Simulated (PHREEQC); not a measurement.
Consider water at 20 °C with 22 mmol/kgw HNO3 and 4.8 mmol/kgw ZnSO4. Closed to the air; pH follows from the charge balance.

Model: ion-association model, wateq4f.dat, run in PHREEQC.

This is a speciation only: nothing precipitates in the calculation.

### Question
Order these Zn species by the share of Zn that they hold, largest first: ZnSO4, Zn+2, Zn(SO4)2-2.

### Answer
Zn+2 (88 %), ZnSO4 (12 %), Zn(SO4)2-2 (0.22 %)

The pH is 1.76 and the ionic strength 0.0349 mol/kgw.
